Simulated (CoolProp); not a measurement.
Aqueous ethylene glycol as a coolant, 23 % by mass, freezing at -9.7 °C, 1 atm.

Computed with CoolProp (Melinder's fits for secondary coolants).

```tsv
T (°C)	viscosity (mPa s)	conductivity (W/(m K))	cp (kJ/(kg K))	density (kg/m³)
-3.7	[?]	0.468	3.795	1035
1.9	3.24	0.475	3.807	1033
7.6	2.65	0.481	3.819	1032
13.2	2.21	0.487	3.831	1030
18.9	1.86	[?]	3.843	1029
24.5	1.59	0.499	3.855	[?]
30.2	[?]	[?]	3.868	1024
35.8	1.20	[?]	3.880	1022
```

**Question.** Some entries are withheld; supply them.

**Answer.** 
- -3.7, viscosity (mPa s): 4.01
- 18.9, conductivity (W/(m K)): 0.493
- 24.5, density (kg/m³): 1027
- 30.2, viscosity (mPa s): 1.37
- 30.2, conductivity (W/(m K)): 0.505
- 35.8, conductivity (W/(m K)): 0.511
